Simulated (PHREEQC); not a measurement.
Dissolve 0.076 mol HCl, 3.4e-05 mol LiCl and 0.001 mol NiSO4 per kg of water at 15 °C. Closed to the air; pH follows from the charge balance.

Model: ion-association model, wateq4f.dat, run in PHREEQC.

Each row changes one thing in this solution. Precipitation was switched off in this run.

```
case                                             pH  ionic strength (mol/kgw)  HSO4- (mol/kgw)  SO4-2 (mol/kgw)  LiSO4- (mol/kgw)
---------------------------------------------  ----  ------------------------  ---------------  ---------------  ----------------
as made                                        1.20                    0.0784         0.000714         0.000279           1.71e-8
LiCl from 3.4e-05 to 3.74e-05 mol/kgw          1.20                    0.0784         0.000714         0.000279           1.89e-8
HCl left out                                   6.65                   0.00368          1.32e-8                ?           1.05e-7
diluted 2-fold with water                         ?                    0.0394         0.000300                ?           7.30e-9
NiSO4 replaced by Na2SO4 at the same molality  1.20                    0.0776         0.000719         0.000280           1.73e-8
```

Task: Fill in the missing entries.

Result: 
- HCl left out, SO4-2 (mol/kgw): 0.000911
- diluted 2-fold with water, pH: 1.49
- diluted 2-fold with water, SO4-2 (mol/kgw): 0.000196
